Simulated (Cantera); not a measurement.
**Thermodynamics of fluorocarbon and chlorocarbon gases, feed CCl4 + CH4 + H2**

Feed: 1 mol CCl4, 0.93 mol CH4, a varied amount of H2, at 898 K and 0.000110 bar.

These are equilibrium values from Cantera (NASA tables, ideal gas, pure condensed phases), not measurements of a reactor. Candidate condensed phases: C, C6H6, C7H8, C8H18; 91 gas species. Kinetics and transport are ignored.

From 0.07 mol H2 to 7.1 mol H2 the condensed part is C(graphite).

| n(H2) (mol) | log p HCl | log p H2 | log p Cl2 | log p Cl | log p CH4 | log p H | n C(graphite) |
|---|---|---|---|---|---|---|---|
| 0.07 | -3.97 | -13.86 | -5.72 | -7.01 | <-15 | <-15 | 1.93 |
| 0.14 | -3.96 | -9.43 | -10.14 | -9.22 | <-15 | -14.67 | 1.93 |
| 0.26 | -3.97 | -5.49 | -14.10 | -11.20 | -11.48 | -12.71 | 1.93 |
| 0.51 | -4.00 | -5.03 | -14.61 | -11.45 | -10.56 | -12.48 | 1.93 |
| 0.98 | -4.04 | -4.72 | -15.01 | -11.65 | -9.93 | -12.32 | 1.93 |
| 1.9 | -4.12 | -4.47 | -15.41 | -11.85 | -9.44 | -12.20 | 1.93 |
| 3.7 | -4.24 | -4.29 | -15.83 | -12.06 | -9.07 | -12.10 | 1.93 |
| 7.1 | -4.40 | -4.16 | <-15 | -12.29 | -8.81 | -12.04 | 1.93 |
log p: log10 of the partial pressure in bar; n: condensed amount in mol.
